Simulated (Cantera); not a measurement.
Cantera run:

```python
import numpy as np
import cantera as ct

gas_names = """
    CL CL2 H HCL H2 Si SiCL SiCL2 SiCL3 SiCL4 SiH SiHCL3 SiH2 SiH2CL2 SiH3 SiH3CL SiH4 Si2 Si3
""".split()
cond_names = """
    Si(cr) Si(L)
""".split()


def load(file, names, dense=False):
    # The tables refer to 1 bar. Condensed volumes are neglected.
    table = {s.name: s for s in ct.Species.list_from_file(file)}
    out = []
    for n in names:
        d = dict(table[n].input_data)
        d["thermo"] = dict(d["thermo"], **{"reference-pressure": 1e5})
        if dense:
            d["equation-of-state"] = {"model": "constant-volume", "density": "1e6 g/cm^3"}
        out.append(ct.Species.from_dict(d))
    return out


gas = ct.Solution(thermo="ideal-gas", species=load("nasa_gas.yaml", gas_names))
cond = {s.name: ct.Solution(thermo="fixed-stoichiometry", species=[s], name=s.name)
        for s in load("nasa_condensed.yaml", cond_names, dense=True)}
atoms = {
    'SiH4': {'Si': 1, 'H': 4},
    'H2': {'H': 2},
    'HCl': {'H': 1, 'CL': 1},
}
top_T = {}  # K; cautious upper limits of use, not melting points


def equilibrate(T, P, feed):
    n = {}
    for name, mol in feed.items():
        for a, k in atoms[name].items():
            n[a] = n.get(a, 0.0) + k * mol
    gas.TPX = T, P, n
    mass = sum(n.values()) * gas.mean_molecular_weight
    gas.equilibrate("TP")
    valid = [c for c in cond.values() if c.min_temp <= T <= top_T.get(c.name, c.max_temp)]
    mix = ct.Mixture([(gas, mass / gas.mean_molecular_weight)] + [(c, 0.0) for c in valid])
    mix.T, mix.P = T, P
    mix.equilibrate("TP", solver="vcs", rtol=1e-11, max_steps=5000)
    return mix


results = []
feed = {'SiH4': 1, 'H2': 7.8, 'HCl': 1.1}  # mol
P = 133.322  # Pa
for T in [1023, 1073, 1123, 1173, 1223, 1273, 1323, 1373, 1423, 1473, 1523, 1573, 1623, 1673]:
    mix = equilibrate(T, P, feed)
    results.append((T, P, feed, dict(zip(mix.species_names, mix.species_moles))))
    x = sorted(zip(gas.X, gas.species_names), reverse=True)
    print(f"T = {T:g} K  P = {P:g} Pa  gas = {mix.phase_moles(0):.4g} mol")
    print("   x: " + "  ".join(f"{s} {v:.3e}" for v, s in x if v > 1e-05))
    print("   condensed (mol): " + ("  ".join(f"{mix.phase(i).name} {mix.phase_moles(i):.4g}"
          for i in range(1, mix.n_phases) if mix.phase_moles(i) > 1e-12) or "none"))
```

It prints:

```
T = 1023 K  P = 133.322 Pa  gas = 10.76 mol
   x: H2 9.400e-01  HCL 4.250e-02  SiCL4 1.072e-02  SiCL2 3.415e-03  SiHCL3 2.007e-03  SiCL3 1.317e-03  SiH2CL2 4.159e-05
   condensed (mol): Si(cr) 0.8117
T = 1073 K  P = 133.322 Pa  gas = 10.81 mol
   x: H2 9.297e-01  HCL 5.468e-02  SiCL4 6.433e-03  SiCL2 6.261e-03  SiCL3 1.587e-03  SiHCL3 1.340e-03  SiH2CL2 3.258e-05
   condensed (mol): Si(cr) 0.8308
T = 1123 K  P = 133.322 Pa  gas = 10.85 mol
   x: H2 9.215e-01  HCL 6.388e-02  SiCL2 9.353e-03  SiCL4 3.002e-03  SiCL3 1.503e-03  SiHCL3 7.427e-04  SiH2CL2 2.251e-05
   condensed (mol): Si(cr) 0.8413
T = 1173 K  P = 133.322 Pa  gas = 10.88 mol
   x: H2 9.170e-01  HCL 6.867e-02  SiCL2 1.170e-02  SiCL3 1.156e-03  SiCL4 1.127e-03  SiHCL3 3.507e-04  SiH2CL2 1.397e-05
   condensed (mol): Si(cr) 0.8439
T = 1223 K  P = 133.322 Pa  gas = 10.89 mol
   x: H2 9.152e-01  HCL 7.031e-02  SiCL2 1.314e-02  SiCL3 7.968e-04  SiCL4 3.851e-04  SiHCL3 1.547e-04
   condensed (mol): Si(cr) 0.8422
T = 1273 K  P = 133.322 Pa  gas = 10.89 mol
   x: H2 9.147e-01  HCL 7.051e-02  SiCL2 1.406e-02  SiCL3 5.332e-04  SiCL4 1.326e-04  SiHCL3 6.874e-05  H 1.868e-05
   condensed (mol): Si(cr) 0.8388
T = 1323 K  P = 133.322 Pa  gas = 10.9 mol
   x: H2 9.147e-01  HCL 7.015e-02  SiCL2 1.471e-02  SiCL3 3.594e-04  SiCL4 4.803e-05  H 4.154e-05  SiHCL3 3.177e-05
   condensed (mol): Si(cr) 0.8349
T = 1373 K  P = 133.322 Pa  gas = 10.9 mol
   x: H2 9.148e-01  HCL 6.960e-02  SiCL2 1.523e-02  SiCL3 2.470e-04  H 8.723e-05  SiCL4 1.852e-05  SiHCL3 1.540e-05
   condensed (mol): Si(cr) 0.8309
T = 1423 K  P = 133.322 Pa  gas = 10.9 mol
   x: H2 9.150e-01  HCL 6.898e-02  SiCL2 1.567e-02  H 1.740e-04  SiCL3 1.735e-04  CL 1.075e-05
   condensed (mol): Si(cr) 0.827
T = 1473 K  P = 133.322 Pa  gas = 10.9 mol
   x: H2 9.151e-01  HCL 6.836e-02  SiCL2 1.606e-02  H 3.314e-04  SiCL3 1.246e-04  CL 2.007e-05
   condensed (mol): Si(cr) 0.8234
T = 1523 K  P = 133.322 Pa  gas = 10.9 mol
   x: H2 9.151e-01  HCL 6.775e-02  SiCL2 1.639e-02  H 6.055e-04  SiCL3 9.129e-05  CL 3.597e-05  SiCL 2.104e-05  Si 1.352e-05
   condensed (mol): Si(cr) 0.8198
T = 1573 K  P = 133.322 Pa  gas = 10.91 mol
   x: H2 9.149e-01  HCL 6.716e-02  SiCL2 1.669e-02  H 1.065e-03  SiCL3 6.816e-05  CL 6.214e-05  SiCL 4.264e-05  Si 4.124e-05
   condensed (mol): Si(cr) 0.8162
T = 1623 K  P = 133.322 Pa  gas = 10.91 mol
   x: H2 9.143e-01  HCL 6.656e-02  SiCL2 1.695e-02  H 1.810e-03  Si 1.173e-04  CL 1.038e-04  SiCL 8.262e-05  SiCL3 5.176e-05
   condensed (mol): Si(cr) 0.8121
T = 1673 K  P = 133.322 Pa  gas = 10.92 mol
   x: H2 9.132e-01  HCL 6.595e-02  SiCL2 1.716e-02  H 2.980e-03  Si 3.134e-04  CL 1.681e-04  SiCL 1.536e-04  SiCL3 3.989e-05  SiH 1.848e-05  SiH2 1.006e-05
   condensed (mol): Si(cr) 0.8067
```

Cantera equilibrium calculation (NASA polynomials, part measured and part estimated; ideal gas, pure solids and liquids). The tables' values for SiCl3, SiCl are old estimates; treat these amounts as uncertain. Gases not in the tables: Si2H6 and higher silanes.
